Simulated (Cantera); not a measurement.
An adiabatic, constant-pressure homogeneous reactor starts with CH4 : O2 : N2 = 1 : 0.87 : 3.27 (molar parts), equivalence ratio 2.3, at 1225 K and 5.60 bar. Integrator tolerance rtol = 1e-08.

Computed with Cantera and GRI-Mech 3.0 (53 species, 325 reactions).

What does this change do: 0.044 parts C2H6 added?


```json
[
 {"quantity": "time of steepest temperature rise", "before": "10.3 ms", "after": "3.50 ms"},
 {"quantity": "temperature at 0.200 s", "before": "2137 K", "after": "2047 K"},
 {"quantity": "equilibrium temperature", "before": "2137 K", "after": "2047 K"},
 {"quantity": "x(CH4) at 0.200 s", "before": "7.98e-9 (gas-phase equilibrium 9.05e-9)", "after": "2.44e-8 (gas-phase equilibrium 2.74e-8)"},
 {"quantity": "x(O2) at 0.200 s", "before": "2.47e-8 (gas-phase equilibrium 2.47e-8)", "after": "4.11e-9 (gas-phase equilibrium 4.11e-9)"},
 {"quantity": "x(C2H6) at 0.200 s", "before": "<1e-12 (gas-phase equilibrium <1e-12)", "after": "<1e-12 (gas-phase equilibrium <1e-12)"},
 {"quantity": "x(C2H) at 0.200 s", "before": "<1e-12 (gas-phase equilibrium <1e-12)", "after": "<1e-12 (gas-phase equilibrium <1e-12)"},
 {"quantity": "x(C2H2) at 0.200 s", "before": "4.66e-12 (gas-phase equilibrium 5.27e-12)", "after": "1.16e-11 (gas-phase equilibrium 1.30e-11)"}
]
```

What does this change do: initial temperature 1225 to 1823 K?


| quantity | before | after |
|---|---|---|
| time of steepest temperature rise | 10.3 ms | 28.0 µs |
| temperature at 0.200 s | 2137 K | 2659 K |
| equilibrium temperature | 2137 K | 2659 K |
| x(CH4) at 0.200 s | 7.98e-9 (gas-phase equilibrium 9.05e-9) | 6.83e-10 (gas-phase equilibrium 7.67e-10) |
| x(O2) at 0.200 s | 2.47e-8 (gas-phase equilibrium 2.47e-8) | 6.97e-6 (gas-phase equilibrium 6.97e-6) |
| x(C2H6) at 0.200 s | <1e-12 (gas-phase equilibrium <1e-12) | <1e-12 (gas-phase equilibrium <1e-12) |
| x(C2H) at 0.200 s | <1e-12 (gas-phase equilibrium <1e-12) | <1e-12 (gas-phase equilibrium <1e-12) |
| x(C2H2) at 0.200 s | 4.66e-12 (gas-phase equilibrium 5.27e-12) | 2.79e-12 (gas-phase equilibrium 3.09e-12) |
